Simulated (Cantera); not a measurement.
A closed system holds: 1 mol B, 0.25 mol O2, 0.64 mol H2O, equilibrated at 1.00 bar.

Equilibrium computed with Cantera from the NASA thermochemical tables; the gas is ideal and each condensed phase is pure. Candidate condensed phases: B, B2O3, B3O3H3, H2O; 23 gas species. Mutual solubility and eutectic melting of coexisting phases are not modelled. Equilibrium is a limit: real reactors are often held back by kinetics, nucleation or transport. All values below are at 1450 K.

Base state: H2 0.991, B3O3H3 0.00685, HBO 0.00203, HBO2 4.53e-5, B2O2 3.57e-5 (mole fractions); condensed: B(s) + B2O3(l).

Q: What changes in the equilibrium state with this change: B replaced by BCl3?

A: 
```csv
species,before,after
HCl,0,0.627
Cl2,0,0.235
BCl3,0,0.0877
H2,0.991,5.83e-8
B3O3Cl3,0,0.0296
Cl,0,0.0200
B3O3H3,0.00685,<1e-9
HBO,0.00203,<1e-9
"B(s), mol",0.235,0
"B2O3(l), mol",0.375,0.319
```
The tables' values for BOCl are old estimates; treat these amounts as uncertain.

Q: What changes in the equilibrium state with this change: pressure from 1.00 bar to 0.00950 bar?

A: 
```csv
species,before,after
H2,0.991,0.974
HBO,0.00203,0.0207
B2O2,3.57e-5,0.00376
B3O3H3,0.00685,0.000650
B2O3,7.51e-6,0.000791
BO,5.42e-7,5.71e-5
HBO2,4.53e-5,0.000461
H,9.41e-6,9.57e-5
"B(s), mol",0.235,0.234
"B2O3(l), mol",0.375,0.373
```
